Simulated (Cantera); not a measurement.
Feed: 1 mol SiO2, 0.059 mol Si, 0.94 mol H2, held at 5.60 Pa.

These are equilibrium values from Cantera (NASA tables, ideal gas, pure condensed phases), not measurements of a reactor. Candidate condensed phases: H2O, Si, SiO2; 18 gas species. The tables hold silica as quartz up to 1696 K and as liquid above; real silica turns to tridymite and cristobalite and melts near 1996 K. The numbers say what is thermodynamically allowed, not how fast it happens.

Problem. At 1623 K, list the 4 most abundant gas species with their mole fractions, and the condensed phases.

Solution. H2 0.869, SiO 0.116, H 0.00861, H2O 0.00607. Condensed: SiO2(β-quartz).
